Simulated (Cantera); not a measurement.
# Thermodynamics of carbon deposition, reforming and gasification, feed C2H4 + CO2 + N2 + H2O

A closed system holds: 1 mol C2H4, 2 mol CO2, 16 mol N2, 0.11 mol H2O, equilibrated at 36.0 Torr.

Method: chemical equilibrium by Gibbs-energy minimisation in Cantera with the NASA 1993 tables (ideal gas, pure condensed phases). Candidate condensed phases: C, C6H6, C7H8, C8H18, H2O; 136 gas species. The numbers say what is thermodynamically allowed, not how fast it happens.

```
T (K)  log p N2  log p CO  log p H  log p H2  log p H2O  log p O  log p CO2  log p OH
-----  --------  --------  -------  --------  ---------  -------  ---------  --------
2423      -1.46     -2.07    -2.96     -2.42      -3.79    -5.77      -4.22     -5.05
2473      -1.47     -2.07    -2.87     -2.43      -3.80    -5.55      -4.22     -4.93
2523      -1.47     -2.07    -2.78     -2.45      -3.82    -5.33      -4.23     -4.82
2573      -1.47     -2.07    -2.70     -2.48      -3.84    -5.13      -4.24     -4.71
2623      -1.47     -2.08    -2.63     -2.50      -3.87    -4.93      -4.26     -4.62
2673      -1.47     -2.08    -2.56     -2.53      -3.91    -4.75      -4.27     -4.53
2723      -1.47     -2.08    -2.49     -2.57      -3.96    -4.58      -4.30     -4.46
2773      -1.48     -2.08    -2.43     -2.61      -4.03    -4.43      -4.33     -4.41
2823      -1.48     -2.08    -2.38     -2.66      -4.11    -4.30      -4.38     -4.37
2873      -1.48     -2.09    -2.33     -2.71      -4.21    -4.18      -4.44     -4.35
2923      -1.48     -2.09    -2.29     -2.77      -4.33    -4.08      -4.50     -4.35
2973      -1.49     -2.09    -2.25     -2.83      -4.46    -4.00      -4.58     -4.37
3023      -1.49     -2.09    -2.22     -2.90      -4.61    -3.94      -4.67     -4.40
```
log p: log10 of the partial pressure in bar; nothing condenses.

From 2423 K to 3023 K nothing is condensed. The main C-bearing gas is CO throughout.
